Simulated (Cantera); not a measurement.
## Thermodynamics of boron, boron nitride and boron oxide, feed BCl3 + H2 + H2O

A closed system holds: 1 mol BCl3, 17 mol H2, 0.18 mol H2O, equilibrated at 3100 Pa.

Method: chemical equilibrium by Gibbs-energy minimisation in Cantera with the NASA 1993 tables (ideal gas, pure condensed phases). Candidate condensed phases: B, B2O3, B3O3H3, H2O; 33 gas species. The tables' values for BCl, BOCl, BCl2, BH2 are old estimates; treat these amounts as uncertain. Gases not in the tables: BHCl2. Equilibrium is a limit: real reactors are often held back by kinetics, nucleation or transport.

| T (K) | log p H2 | log p HCl | log p BCl3 | log p HBO | log p BCl | n B(s) |
|---|---|---|---|---|---|---|
| 925 | -1.55 | -2.81 | -2.97 | -7.82 | -10.69 | 0.181 |
| 1025 | -1.56 | -2.63 | -3.09 | -6.66 | -9.23 | 0.336 |
| 1125 | -1.56 | -2.51 | -3.25 | -5.69 | -8.05 | 0.487 |
| 1225 | -1.57 | -2.43 | -3.45 | -4.88 | -7.08 | 0.610 |
| 1325 | -1.58 | -2.38 | -3.68 | -4.21 | -6.28 | 0.694 |
| 1425 | -1.58 | -2.35 | -3.91 | -3.78 | -5.61 | 0.744 |
| 1525 | -1.59 | -2.33 | -4.14 | -3.67 | -5.04 | 0.769 |
| 1625 | -1.59 | -2.33 | -4.37 | -3.65 | -4.55 | 0.772 |
| 1725 | -1.59 | -2.33 | -4.60 | -3.64 | -4.12 | 0.750 |
| 1825 | -1.59 | -2.34 | -4.82 | -3.64 | -3.75 | 0.689 |
log p: log10 of the partial pressure in bar; n: condensed amount in mol.

From 925 K to 1825 K the condensed part is B(s). The main B-bearing gas is BCl3 at 925 K and HBO at 1825 K. The share of B in condensed phases is highest at 1625 K (77.2 %) and lowest at 925 K (18.1 %).
